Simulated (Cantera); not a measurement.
A diamond (100) surface in a fixed gas of H2 with x(CH4) = 0.016, x(CH3) = 0.0003, at 1275 K, 0.140 bar; coverages are run to steady state.

Detailed kinetics in Cantera: the Harris–Goodwin 1993 mechanism for the reconstructed diamond (100) surface.

θ: site fractions in the mechanism's names (c6HH fully hydrogenated, c6H* and c6*H radical sites, c6** diradical, c6HM methylated).

```
x(H)     growth (µm/h)  θ c6HH  θ c6H*  θ c6*H   θ c6**   θ c6HM
-------  -------------  ------  ------  ------  -------  -------
0.0001           0.483   0.645  0.0284   0.317  0.00406  0.00135
0.00025           1.59   0.527  0.0374   0.417   0.0107  0.00195
0.00062           3.75   0.454  0.0426   0.475   0.0207  0.00247
0.0015            7.18   0.417  0.0449   0.500   0.0303  0.00277
0.0038            13.1   0.400  0.0460   0.511   0.0372  0.00270
0.0095            22.5   0.393  0.0465   0.516   0.0407  0.00223
0.024             34.5   0.390  0.0472   0.517   0.0425  0.00148
0.059                ?   0.389  0.0483   0.517   0.0435        ?
0.15                 ?   0.389  0.0509   0.515   0.0446        ?
```

**Question.** Some entries are withheld; supply them.

**Answer.** 
- 0.059, growth (µm/h): 44.8
- 0.059, θ c6HM: 0.000812
- 0.15, growth (µm/h): 52.0
- 0.15, θ c6HM: 0.000377
